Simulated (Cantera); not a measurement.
Feed: 1 mol n-butane, 0.0074 mol O2, 19 mol H2, at 2650 K.

Cantera equilibrium calculation (NASA polynomials, part measured and part estimated; ideal gas, pure solids and liquids). Candidate condensed phases: C, C6H6, C7H8, C8H18, H2O; 110 gas species. The ideal-gas law is rough above about 30 bar. Equilibrium is a limit: real reactors are often held back by kinetics, nucleation or transport.

**Question.** Which condensed phases are stable at each of these points (P (Pa)): 10, 56, 320, 1800, 10000, 56000, 320000, 1800000, 10000000?

**Answer.** 
| P (Pa) | condensed phases | C condensed (%) |
|---|---|---|
| 10 | gas only | 0.0 |
| 56 | C(graphite) | 60.7 |
| 320 | C(graphite) | 79.3 |
| 1800 | C(graphite) | 78.7 |
| 10000 | C(graphite) | 77.4 |
| 56000 | C(graphite) | 76.6 |
| 320000 | C(graphite) | 76.0 |
| 1800000 | C(graphite) | 74.6 |
| 10000000 | C(graphite) | 68.4 |

At 10.0 Pa nothing is condensed. From 56.0 Pa to 100 bar the condensed part is C(graphite).
